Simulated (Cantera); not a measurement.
Input: 1 mol V, 0.22 mol N2, 1.8 mol H2, equilibrated at 1.10 mbar.

Cantera equilibrium calculation (NASA polynomials, part measured and part estimated; ideal gas, pure solids and liquids). Candidate condensed phases: V, VN; 11 gas species. The numbers say what is thermodynamically allowed, not how fast it happens.

### Question
At 2377 °C, list the 4 most abundant gas species with their mole fractions, and the condensed phases.

### Answer
H 0.554, V 0.239, H2 0.154, N2 0.0527. Condensed: gas only.
